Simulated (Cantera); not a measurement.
An adiabatic, constant-volume homogeneous reactor starts with H₂ : O₂ : N₂ = 1 : 0.556 : 2.09 (molar parts), equivalence ratio 0.90, at 1150 K and 2.37 atm. Integrator tolerance rtol = 1e-08.

Model: GRI-Mech 3.0 (53 species, 325 reactions), integrated in Cantera. The hydrogen kinetics of GRI-Mech 3.0 are dated; newer H2 mechanisms differ, most at raised pressure.

Q: What does this change do: initial temperature 1150 to 1298 K?

A: 
| quantity | before | after |
|---|---|---|
| time of steepest temperature rise | 32.0 µs | 12.0 µs |
| temperature at 5.00 s | 2962 K | 3000 K |
| equilibrium temperature | 2962 K | 3000 K |
| x(H₂) at 5.00 s | 0.0312 (gas-phase equilibrium 0.0312) | 0.0353 (gas-phase equilibrium 0.0353) |
| x(O₂) at 5.00 s | 0.0192 (gas-phase equilibrium 0.0192) | 0.0201 (gas-phase equilibrium 0.0201) |
| x(HO₂) at 5.00 s | 1.61e-5 (gas-phase equilibrium 1.61e-5) | 1.71e-5 (gas-phase equilibrium 1.71e-5) |
| x(H₂O) at 5.00 s | 0.257 (gas-phase equilibrium 0.257) | 0.248 (gas-phase equilibrium 0.248) |
| x(NO) at 5.00 s | 0.0124 (gas-phase equilibrium 0.0124) | 0.0133 (gas-phase equilibrium 0.0133) |
Above 3000 K some thermodynamic fits are extrapolated.

Q: What does this change do: N2 2.09 to 5 parts?

A: 
```json
[
 {"quantity": "time of steepest temperature rise", "before": "32.0 µs", "after": "58.4 µs"},
 {"quantity": "temperature at 5.00 s", "before": "2962 K", "after": "2440 K"},
 {"quantity": "equilibrium temperature", "before": "2962 K", "after": "2440 K"},
 {"quantity": "x(H₂) at 5.00 s", "before": "0.0312 (gas-phase equilibrium 0.0312)", "after": "0.00367 (gas-phase equilibrium 0.00367)"},
 {"quantity": "x(O₂) at 5.00 s", "before": "0.0192 (gas-phase equilibrium 0.0192)", "after": "0.00780 (gas-phase equilibrium 0.00780)"},
 {"quantity": "x(HO₂) at 5.00 s", "before": "1.61e-5 (gas-phase equilibrium 1.61e-5)", "after": "1.91e-6 (gas-phase equilibrium 1.91e-6)"},
 {"quantity": "x(H₂O) at 5.00 s", "before": "0.257 (gas-phase equilibrium 0.257)", "after": "0.158 (gas-phase equilibrium 0.158)"},
 {"quantity": "x(NO) at 5.00 s", "before": "0.0124 (gas-phase equilibrium 0.0124)", "after": "0.00408 (gas-phase equilibrium 0.00408)"}
]
```

Q: What does this change do: N2 2.09 to 4.8 parts?

A: 
```
quantity                                                            before                                    after
---------------------------------  ---------------------------------------  ---------------------------------------
time of steepest temperature rise                                  32.0 µs                                  56.6 µs
temperature at 5.00 s                                               2962 K                                   2470 K
equilibrium temperature                                             2962 K                                   2470 K
x(H₂) at 5.00 s                      0.0312 (gas-phase equilibrium 0.0312)  0.00428 (gas-phase equilibrium 0.00428)
x(O₂) at 5.00 s                      0.0192 (gas-phase equilibrium 0.0192)  0.00812 (gas-phase equilibrium 0.00812)
x(HO₂) at 5.00 s                   1.61e-5 (gas-phase equilibrium 1.61e-5)  2.17e-6 (gas-phase equilibrium 2.17e-6)
x(H₂O) at 5.00 s                       0.257 (gas-phase equilibrium 0.257)      0.163 (gas-phase equilibrium 0.163)
x(NO) at 5.00 s                      0.0124 (gas-phase equilibrium 0.0124)  0.00437 (gas-phase equilibrium 0.00437)
```
